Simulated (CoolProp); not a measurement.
Vapour-liquid equilibrium of dimethyl carbonate (1) + n-heptane (2) at 295.9 K; x and y are mole fractions of (1).

Computed with CoolProp (multi-fluid Helmholtz-energy mixture model, Zhou 2011 and Span 2003; pair parameters Bell 2016).

```tsv
x	bubble pressure, mixture model (MPa)	bubble pressure, Raoult's law (MPa)	y, mixture model	y, Raoult's law
0.05	0.006867	0.005490	…	0.059
0.125	0.008291	0.005567	…	0.145
0.2	0.009113	0.005644	0.490	0.229
0.275	0.009547	0.005721	0.532	0.311
0.35	0.009749	0.005798	0.554	0.390
0.425	0.009823	0.005875	0.564	0.468
0.5	0.009840	0.005953	0.568	0.543
0.575	0.009841	0.006030	0.568	0.617
0.65	0.009840	0.006107	0.569	0.688
0.725	0.009815	0.006184	…	0.758
0.8	0.009687	0.006261	0.591	0.826
0.875	0.009259	0.006338	0.637	0.893
0.95	0.008094	0.006415	0.765	0.958
```

Task: Some entries are withheld; supply them.

Result: 
- 0.05, y, mixture model: 0.244
- 0.125, y, mixture model: 0.411
- 0.725, y, mixture model: 0.574

The largest gap from Raoult's law is +68.1 % in bubble pressure, at x = 0.35. y crosses x between x = 0.5 and 0.575: the model has an azeotrope there.

Pair parameters are fitted to limited data, so mixtures are less certain than the pure fluids. With so large a gap from Raoult's law the liquid may split in two, which this calculation doesn't test in full.
